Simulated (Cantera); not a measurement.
An isothermal plug-flow reactor at 850 K and 2.20 bar (inlet), inlet velocity 3.3 m/s, active area per volume 5500 1/m; feed 2.57 % H2, 12.8 % O2, 84.6 % N2.

Cantera simulation using Deutschmann's 1995 Pt surface mechanism with GRI-Mech 3.0 gas chemistry; the numbers are that mechanism's predictions, not measurements. Catalytic surfaces can have several steady states; this one follows from the mechanism file's or the stated starting coverage. Mass transfer to the wall is taken as infinitely fast.

One state of this run: x H2 = 3.39e-12; x O2 = 0.117; x H2O = 0.0260; θ free Pt = 0.0441; θ O* = 0.952; θ OH* = 0.00407. x: gas mole fraction; θ: surface coverage.

Task: Which value of z (m) does it belong to?
A) 0.00062
B) 0.008
C) 0.00037
D) 0.00022

Result: B, 0.008
